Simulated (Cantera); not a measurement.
## Hydrogen reduction and annealing atmospheres: TiO2 + H2

Input: 1 mol TiO2, 35 mol H2, equilibrated at 12.8 Torr.

Method: chemical equilibrium by Gibbs-energy minimisation in Cantera with the NASA 1993 tables (ideal gas, pure condensed phases). Candidate condensed phases: H2O, Ti, TiO, TiO2, Ti2O3, Ti3O5, Ti4O7; 12 gas species. Mutual solubility and eutectic melting of coexisting phases are not modelled. Condensed phases not in the tables: Magnéli phases beyond Ti4O7. Rates play no part.

```
T (°C)   x H2       x H    x H2O     x TiO  n Ti4O7(s)  n Ti3O5(s)  n Ti3O5(l)
------  -----  --------  -------  --------  ----------  ----------  ----------
1227    0.993  0.000135  0.00714  1.02e-11       0.250           0           0
1302    0.992  0.000317  0.00789  1.33e-10       0.171       0.105           0
1377    0.990  0.000693  0.00952   1.22e-9           0       0.333           0
1452    0.989   0.00142  0.00952   1.03e-8           0       0.333           0
1527    0.988   0.00273  0.00951   7.24e-8           0       0.333           0
1602    0.986   0.00499  0.00950   4.32e-7           0       0.333           0
1677    0.982   0.00871  0.00948   2.23e-6           0       0.333           0
1752    0.976    0.0146  0.00944   1.01e-5           0       0.333           0
1827    0.967    0.0235  0.00940   3.78e-5           0           0       0.333
1902    0.954    0.0366  0.00936  0.000123           0           0       0.331
```
x: gas mole fraction; n: condensed amount in mol.

At 1227 °C the condensed part is Ti4O7(s). At 1302 °C the condensed part is Ti3O5(s) + Ti4O7(s). From 1377 °C to 1752 °C the condensed part is Ti3O5(s). From 1827 °C to 1902 °C the condensed part is Ti3O5(l).
